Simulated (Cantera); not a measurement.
An isothermal, constant-pressure homogeneous reactor starts with 2.53 % H₂, 97.5 % O₂, equivalence ratio 0.013, at 1150 K and 0.0263 atm.

Computed with Cantera and GRI-Mech 3.0 (53 species, 325 reactions). Radical loss at walls, strong at low pressure, is not modelled.

One state of this run: x H₂ = 0.000129; x O₂ = 0.965; x H₂O₂ = 9.37e-8; x H₂O = 0.0245; x H = 0.000809; x OH = 0.00109; x HO₂ = 3.74e-6. x: mole fraction; the columns are a selection and need not sum to one.

Problem. Which value of t (s) does it belong to?
A. 4.52
B. 0.103
C. 0.0155
D. 5.31e-5

Solution. C, 0.0155
